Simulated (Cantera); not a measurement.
A counterflow diffusion flame at 100000 Pa, nozzles 20 mm apart: fuel side CO : H₂ : N₂ = 1 : 0.74 : 0.3 (molar parts) at 300 K, oxidiser side O₂ : N₂ = 0.2 : 0.8 (molar parts) at 775 K, fuel mass flux 1.5 times the oxidiser's; mixture-averaged transport, no radiation.

Computed with Cantera and GRI-Mech 3.0 (53 species, 325 reactions). The maximum strain rate includes the flame's own expansion and is several times the mean.

x: mole fraction; the columns are a selection and need not sum to one.

```json
[
 {"oxidiser flux (kg/m²/s)": "0.6", "max strain (1/s)": "[?]", "mean strain (1/s)": "128", "T max (K)": "2168", "peak x OH": "0.0126", "peak x H": "0.0119", "peak x NO": "0.000113", "peak x CO": "0.514"},
 {"oxidiser flux (kg/m²/s)": "0.77", "max strain (1/s)": "[?]", "mean strain (1/s)": "164", "T max (K)": "2135", "peak x OH": "0.0127", "peak x H": "0.0131", "peak x NO": "9.14e-5", "peak x CO": "0.513"},
 {"oxidiser flux (kg/m²/s)": "0.99", "max strain (1/s)": "[?]", "mean strain (1/s)": "210", "T max (K)": "2099", "peak x OH": "0.0127", "peak x H": "0.0143", "peak x NO": "7.44e-5", "peak x CO": "0.512"},
 {"oxidiser flux (kg/m²/s)": "1.3", "max strain (1/s)": "[?]", "mean strain (1/s)": "276", "T max (K)": "2058", "peak x OH": "0.0126", "peak x H": "0.0157", "peak x NO": "6.10e-5", "peak x CO": "0.512"},
 {"oxidiser flux (kg/m²/s)": "1.6", "max strain (1/s)": "[?]", "mean strain (1/s)": "340", "T max (K)": "2031", "peak x OH": "0.0126", "peak x H": "0.0169", "peak x NO": "5.40e-5", "peak x CO": "0.512"},
 {"oxidiser flux (kg/m²/s)": "2.1", "max strain (1/s)": "[?]", "mean strain (1/s)": "446", "T max (K)": "1991", "peak x OH": "0.0124", "peak x H": "0.0185", "peak x NO": "4.66e-5", "peak x CO": "0.512"},
 {"oxidiser flux (kg/m²/s)": "2.7", "max strain (1/s)": "[?]", "mean strain (1/s)": "574", "T max (K)": "1953", "peak x OH": "0.0122", "peak x H": "0.0200", "peak x NO": "4.09e-5", "peak x CO": "0.512"},
 {"oxidiser flux (kg/m²/s)": "3.4", "max strain (1/s)": "[?]", "mean strain (1/s)": "723", "T max (K)": "1914", "peak x OH": "0.0119", "peak x H": "0.0214", "peak x NO": "3.63e-5", "peak x CO": "0.512"},
 {"oxidiser flux (kg/m²/s)": "4.4", "max strain (1/s)": "[?]", "mean strain (1/s)": "935", "T max (K)": "1869", "peak x OH": "0.0115", "peak x H": "0.0230", "peak x NO": "3.18e-5", "peak x CO": "0.512"},
 {"oxidiser flux (kg/m²/s)": "5.6", "max strain (1/s)": "[?]", "mean strain (1/s)": "1190", "T max (K)": "1826", "peak x OH": "0.0110", "peak x H": "0.0243", "peak x NO": "2.81e-5", "peak x CO": "0.511"}
]
```

Question: What belongs in the gaps?

Answer: 
- 0.6, max strain (1/s): 492
- 0.77, max strain (1/s): 620
- 0.99, max strain (1/s): 783
- 1.3, max strain (1/s): 1010
- 1.6, max strain (1/s): 1230
- 2.1, max strain (1/s): 1600
- 2.7, max strain (1/s): 2020
- 3.4, max strain (1/s): 2510
- 4.4, max strain (1/s): 3200
- 5.6, max strain (1/s): 4020
